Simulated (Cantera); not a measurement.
Feed: 1 mol Cr, 0.011 mol O2, 2.3 mol H2, equilibrated at 0.100 bar.

These are equilibrium values from Cantera (NASA tables, ideal gas, pure condensed phases), not measurements of a reactor. Candidate condensed phases: Cr, Cr2O3, H2O; 13 gas species. Equilibrium is a limit: real reactors are often held back by kinetics, nucleation or transport.

**Question.** Which condensed phases are stable at each of these points (T (K)): 2225, 2275, 2325, 2375, 2425, 2475, 2525, 2575, 2625, 2675, 2725, 2775?

**Answer.** 
```csv
T (K),condensed phases,Cr condensed (%)
2225,Cr(l),72.9
2275,Cr(l),56.3
2325,Cr(l),28.4
2375,gas only,0.0
2425,gas only,0.0
2475,gas only,0.0
2525,gas only,0.0
2575,gas only,0.0
2625,gas only,0.0
2675,gas only,0.0
2725,gas only,0.0
2775,gas only,0.0
```

From 2225 K to 2325 K the condensed part is Cr(l). From 2375 K to 2775 K nothing is condensed.
